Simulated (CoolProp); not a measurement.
Model: reference Helmholtz-energy equation of state, Lemmon 2013, in CoolProp.

Task: Give the vapour pressure (MPa), enthalpy of vaporisation (kJ/kg), liquid viscosity (µPa s), vapour viscosity (µPa s) of saturated propylene at 324.7 K.

Result: 
```json
[
 {"T (K)": "324.7", "p (MPa)": "2.12", "enthalpy of vaporisation (kJ/kg)": "274", "liquid viscosity (µPa s)": "72.9", "vapour viscosity (µPa s)": "10.7"}
]
```

Viscosity comes from a separate model (Huber 2003), an estimate that may be off by 10 % or more.
